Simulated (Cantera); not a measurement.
Equilibrium for chlorosilane synthesis and conversion: SiCl₄ + Cl₂ + H₂

Feed: 1 mol SiCl₄, 2.2 mol Cl₂, 8.4 mol H₂, held at 0.260 bar.

Cantera equilibrium calculation (NASA polynomials, part measured and part estimated; ideal gas, pure solids and liquids). Candidate condensed phases: Si; 19 gas species. The tables' values for SiCl₃ are old estimates; treat these amounts as uncertain. Equilibrium is a limit: real reactors are often held back by kinetics, nucleation or transport.

```csv
T (°C),log p H₂,log p HCl,log p SiCl₄,log p SiCl₃,log p SiCl₂,log p SiHCl₃
975,-0.86,-1.00,-1.68,-3.23,-3.91,-3.00
1000,-0.86,-1.00,-1.69,-3.09,-3.68,-2.96
1025,-0.87,-0.99,-1.71,-2.97,-3.46,-2.92
1050,-0.87,-0.99,-1.72,-2.86,-3.26,-2.89
1075,-0.87,-0.99,-1.74,-2.76,-3.07,-2.87
1100,-0.87,-0.98,-1.76,-2.66,-2.90,-2.85
1125,-0.88,-0.98,-1.79,-2.58,-2.75,-2.84
1150,-0.88,-0.97,-1.82,-2.51,-2.60,-2.84
1175,-0.89,-0.97,-1.86,-2.45,-2.48,-2.85
```
log p: log10 of the partial pressure in bar; nothing condenses.

From 975 °C to 1175 °C nothing is condensed. The main Si-bearing gas is SiCl₄ throughout.
